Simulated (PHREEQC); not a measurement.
Dissolve 0.032 mmol/kgw Na2CO3 and 0.047 mmol/kgw LiCl at 55 °C. Closed to the air; pH follows from the charge balance.

All values are PHREEQC results (Pitzer model, pitzer.dat), not measurements.

No solid was allowed to form.

**Question.** What pH, osmotic coefficient does the model give?

**Answer.** pH 8.62; osmotic coefficient 0.996.

**Question.** In which forms is C present?

**Answer.** HCO3- 97 %, CO3-2 2.9 % of the C.

Species that the database lacks are ignored. Constants without temperature data keep their 25 °C values here.
